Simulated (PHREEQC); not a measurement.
Make-up at 45 °C: 0.0019 mol NaF per kg of water. Closed to the air; pH follows from the charge balance.

The numbers come from PHREEQC with the ion-association model, phreeqc.dat.

Each row changes one thing in this solution. Precipitation was switched off in this run.

```csv
case,pH,ionic strength (mol/kgw),NaF (mol/kgw),HF (mol/kgw)
as made,7.04,0.00190,1.87e-6,3.62e-7
diluted 100-fold with water,6.71,1.92e-5,2.05e-10,8.11e-9
0.0001 mol/kgw HBr added,4.68,0.00192,1.80e-6,7.78e-5
0.00023 mol/kgw Na2CO3 added,9.61,0.00241,2.30e-6,9.65e-10
NaF from 0.0019 to 0.00095 mol/kgw,6.93,0.000950,4.83e-7,2.34e-7
```

Complexes and solids missing from the database can't appear. Away from 25 °C the constants follow the database's enthalpies or fits; those with neither stay at their 25 °C values.
